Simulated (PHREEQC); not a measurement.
Make-up at 30 °C: 1.7 mol MgCl2 and 0.014 mol K2SO4 per kg of water. Closed to the air; pH follows from the charge balance.

Computed with PHREEQC (Pitzer model, pitzer.dat).

**Question.** The ionic strength comes out as 5.14 mol/kgw. What activity coefficients do SO4-2, H+, K+, Cl-, MgOH+ get?

**Answer.** SO4-2 0.0076, H+ 3.3, K+ 0.88, Cl- 0.60, MgOH+ 1.0. Single-ion values are on the MacInnes scale.

This is a speciation only: nothing precipitates in the calculation. Complexes and solids missing from the database can't appear.
